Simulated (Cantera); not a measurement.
## Stirred combustor or abatement burner

A perfectly stirred reactor is fed with CO : H2 : O2 : N2 = 1 : 0.23 : 1.37 : 5.14 (molar parts), at 10.0 bar; it is adiabatic with a 600 K inlet, and is followed from long to short residence time, starting on the burning branch (τ in s: 0.086, 0.039, 0.018, 0.0079, 0.0036, 0.0016, 0.00072, 0.00033, 0.00015, 6.6e-05).

Detailed kinetics in Cantera: GRI-Mech 3.0 (53 species, 325 reactions). The hydrogen kinetics of GRI-Mech 3.0 are dated; newer H2 mechanisms differ, most at raised pressure.

| τ (s) | T (K) | x CO | x H2 | x O2 | x H2O | x NO |
|---|---|---|---|---|---|---|
| 0.086 | 1879 | 0.000254 | 8.43e-6 | 0.106 | 0.0321 | 9.78e-5 |
| 0.039 | 1877 | 0.000426 | 1.30e-5 | 0.106 | 0.0320 | 7.00e-5 |
| 0.018 | 1874 | 0.000716 | 2.07e-5 | 0.106 | 0.0320 | 5.74e-5 |
| 0.0079 | 1870 | 0.00125 | 3.46e-5 | 0.106 | 0.0319 | 5.10e-5 |
| 0.0036 | 1862 | 0.00213 | 5.70e-5 | 0.107 | 0.0318 | 4.71e-5 |
| 0.0016 | 1849 | 0.00370 | 9.54e-5 | 0.107 | 0.0316 | 4.18e-5 |
| 0.00072 | 1827 | 0.00639 | 0.000158 | 0.108 | 0.0313 | 3.38e-5 |
| 0.00033 | 1789 | 0.0111 | 0.000261 | 0.110 | 0.0310 | 2.42e-5 |
| 0.00015 | 1718 | 0.0203 | 0.000449 | 0.114 | 0.0306 | 1.42e-5 |
| 6.6e-5 | 600 | 0.129 | 0.0297 | 0.177 | <1e-12 | <1e-12 |
x: mole fraction; the columns are a selection and need not sum to one.
